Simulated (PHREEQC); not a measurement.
A column of 0.2 m (30 cells, dispersivity 0.007 m, 60 s a shift, diffusion coefficient 3e-10 m²/s) holds 0.14 eq of the database's cation exchanger X per kg of pore water, first in equilibrium with 0.0005 mol ZnSO4, 0.0054 mol MgCl2, 0.0038 mol KCl and 1e-05 mol HCl per kg of water. It is flushed with 4.9 mmol/kgw ZnSO4, 28 mmol/kgw MgSO4, 0.76 mmol/kgw MgCl2 and 0.01 mmol/kgw HCl, at 15 °C. Values are for the last cell. The system is closed to CO2. Precipitation was switched off in this run.

Base run: PHREEQC, ion-association model, phreeqc.dat. Each further column changes one thing. The table gives K in solution (mol/kgw).

| pore volumes | base | exchange capacity from 0.14 to 0.07 eq/kgw | dispersivity from 0.007 to 0.014 m |
|---|---|---|---|
| 0 | 0.00380 | 0.00380 | 0.00380 |
| 0.4833 | 0.00382 | 0.00382 | 0.00396 |
| 1.183 | 0.00649 | 0.00635 | 0.00636 |
| 1.65 | 0.00693 | 0.00570 | 0.00664 |
| 2.117 | 0.00659 | 0.00365 | 0.00607 |
| 2.817 | 0.00506 | 0.00125 | 0.00452 |
| 3.283 | 0.00372 | 0.000518 | 0.00344 |
| 3.75 | 0.00251 | 0.000197 | 0.00251 |
| 4.217 | 0.00158 | 7.08e-5 | 0.00177 |
| 4.917 | 0.000714 | 1.42e-5 | 0.00100 |
| 5.383 | 0.000401 | 4.70e-6 | 0.000675 |
| 5.85 | 0.000219 | 1.53e-6 | 0.000448 |
| 6.55 | 8.49e-5 | 2.78e-7 | 0.000239 |
| 7.017 | 4.42e-5 | 8.80e-8 | 0.000156 |
